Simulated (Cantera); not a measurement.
**Ignition delay**

Mixture: 4.24 % CH₄, 20.7 % O₂, 72.5 % N₂, 2.54 % CO₂, equivalence ratio 0.41, at 500000 Pa, adiabatic and at constant pressure. Ignition delay is the time to a rise of 400 K.

Cantera simulation using GRI-Mech 3.0 (53 species, 325 reactions); the numbers are that mechanism's predictions, not measurements.

| T0 (K) | delay (ms) |
|---|---|
| 1273 | 2.59 |
| 1373 | 0.838 |
| 1473 | 0.308 |
| 1573 | 0.128 |
| 1673 | 0.0596 |
| 1773 | 0.0308 |
| 1873 | 0.0173 |
| 1973 | 0.0105 |
| 2073 | 0.00705 |

The apparent activation energy between 1873 and 2073 K comes out as 150 kJ/mol.
